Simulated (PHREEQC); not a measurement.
0.25 g of hydrous ferric oxide (600 m²/g; 0.2 weak and 0.005 strong sites per Fe, Dzombak-Morel constants, diffuse double layer) in 1 kg of water with 0.3 mol/kgw of an inert sodium salt, at 25 °C; the pH is set by adding NaOH or the inert anion's acid. Oxygen is held at 0.21 atm. The system is closed to CO2. No solid was allowed to form.

Base run: PHREEQC, ion-association model, wateq4f.dat. Each further column changes one thing. The table gives surface charge σ (C/m²).

| pH | base | background salt from 0.3 to 0.03 mol/kgw | oxide from 0.25 to 1.2 g/kgw | 6.4e-05 mol/kgw Ag2SO4 added |
|---|---|---|---|---|
| 4 | 0.349 | 0.271 | 0.349 | 0.296 |
| 4.5 | 0.318 | 0.213 | 0.318 | 0.275 |
| 5 | 0.269 | ? | 0.269 | ? |
| 5.5 | 0.210 | 0.111 | 0.210 | 0.192 |
| 6 | 0.154 | ? | 0.154 | 0.146 |
| 6.5 | 0.106 | ? | 0.106 | ? |
| 7.5 | 0.034 | 0.014 | 0.034 | 0.034 |
| 8 | 0.006 | 0.002 | 0.006 | 0.006 |
| 8.5 | -0.021 | -0.008 | -0.021 | -0.021 |
| 9 | -0.051 | -0.021 | -0.051 | -0.049 |
| 9.5 | -0.087 | -0.038 | -0.087 | -0.081 |
| 10 | -0.132 | ? | -0.132 | -0.119 |

Question: Complete the blanks.

Answer: 
- 5, background salt from 0.3 to 0.03 mol/kgw: 0.157
- 5, 6.4e-05 mol/kgw Ag2SO4 added: 0.238
- 6, background salt from 0.3 to 0.03 mol/kgw: 0.075
- 6.5, background salt from 0.3 to 0.03 mol/kgw: 0.047
- 6.5, 6.4e-05 mol/kgw Ag2SO4 added: 0.103
- 10, background salt from 0.3 to 0.03 mol/kgw: -0.062
